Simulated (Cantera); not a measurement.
Input: 1 mol Si₃N₄, 0.16 mol C, 0.18 mol H₂, held at 133 Pa.

Equilibrium computed with Cantera from the NASA thermochemical tables; the gas is ideal and each condensed phase is pure. Candidate condensed phases: C, C₆H₆, C₇H₈, C₈H₁₈, Si, SiC, Si₃N₄; 125 gas species. Ions and electrons are included (thermal ionisation). The tables' values for SiN are old estimates; treat these amounts as uncertain. Equilibrium is a limit: real reactors are often held back by kinetics, nucleation or transport.

Task: At 3000 K, list the 4 most abundant gas species with their mole fractions, and the condensed phases.

Result: Si 0.546, N₂ 0.366, H 0.0658, SiC₂ 0.00742. Condensed: gas only.
